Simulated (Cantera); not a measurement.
Input (Python, Cantera) and output of one run.

```python
import numpy as np
import cantera as ct

gas_names = """
    OH HCL AL2O CL
""".split()
cond_names = """
    ALCL3(s) ALCL3(L)
""".split()


def load(file, names, dense=False):
    # The tables refer to 1 bar. Condensed volumes are neglected.
    table = {s.name: s for s in ct.Species.list_from_file(file)}
    out = []
    for n in names:
        d = dict(table[n].input_data)
        d["thermo"] = dict(d["thermo"], **{"reference-pressure": 1e5})
        if dense:
            d["equation-of-state"] = {"model": "constant-volume", "density": "1e6 g/cm^3"}
        out.append(ct.Species.from_dict(d))
    return out


species = {s.name: s for s in load("nasa_gas.yaml", gas_names) + load("nasa_condensed.yaml", cond_names)}
# Each term lists the table entries of one substance; the one whose range holds T is used.
reactions = {
    'OH(g) + 2 AlCl3 = HCl(g) + Al2O(g) + 5 Cl(g)':
        [(-1, ['OH']), (-2, ['ALCL3(s)', 'ALCL3(L)']), (1, ['HCL']), (1, ['AL2O']), (5, ['CL'])],
}


def pick(names, T):
    return next(species[n] for n in names if species[n].thermo.min_temp <= T <= species[n].thermo.max_temp)


results = []
for label, terms in reactions.items():
    print(label)
    print("     T/K   dH/kJ  dS/(J/K)   dG/kJ   log10 K")
    for T in [473, 498, 523, 548, 573]:
        used = [(nu, pick(names, T)) for nu, names in terms]
        dH = sum(nu * s.thermo.h(T) for nu, s in used) / 1e6
        dS = sum(nu * s.thermo.s(T) for nu, s in used) / 1e3
        dG = dH - T * dS / 1e3
        logK = -dG * 1e6 / (ct.gas_constant * T * np.log(10))
        results.append((label, T, dH, dS, dG, logK, [s.name for _, s in used]))
        print(f"{T:8g} {dH:8.1f} {dS:8.1f} {dG:8.1f} {logK:8.2f}")
```

Result:

```
OH(g) + 2 AlCl3 = HCl(g) + Al2O(g) + 5 Cl(g)
     T/K   dH/kJ  dS/(J/K)   dG/kJ   log10 K
     473   1664.4    696.1   1335.1  -147.44
     498   1662.3    691.9   1317.8  -138.22
     523   1660.3    687.9   1300.5  -129.89
     548   1658.3    684.2   1283.4  -122.33
     573   1656.3    680.7   1266.3  -115.43
```

Standard-state values (1 bar) from the NASA 1993 polynomials, evaluated with Cantera. Condensed species are held in their standard states even where they would react or evaporate.
